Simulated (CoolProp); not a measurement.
Model: reference Helmholtz-energy equation of state, Bücker 2006, in CoolProp.

Question: Give the vapour pressure (kPa), vapour viscosity (µPa s), liquid conductivity (mW/(m K)) of saturated n-butane at 386.8 K.

Answer: 
```csv
T (K),p (kPa),vapour viscosity (µPa s),liquid conductivity (mW/(m K))
386.8,1970,10.9,74.3
```

Viscosity comes from a separate model (Vogel 1999). Thermal conductivity comes from a separate model (Perkins 2002).
